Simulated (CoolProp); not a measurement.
The fluid at 293.15 K and 0.157 MPa is throttled through a valve to 0.0978 MPa with no heat exchange. The same conditions are run with several fluids, on thermodynamics alone (safety and materials aside).

Computed with CoolProp (reference Helmholtz-energy equation of state of each fluid (isobutene: Lemmon 2005; R13: Platzer 1990; isobutane: Bücker 2006; CF4 (R14): Platzer 1990; fluoroethane (R161): Wu 2012)). The equations of Platzer and Polt are older, rougher fits.

```
fluid                temperature change (K)  final density (kg/m³)
-------------------  ----------------------  ---------------------
isobutene                              -1.8                   2.33
R13                                    -0.7                   4.24
isobutane                              -1.4                   2.41
CF4 (R14)                              -0.3                   3.55
fluoroethane (R161)                    -1.3                   1.97
```
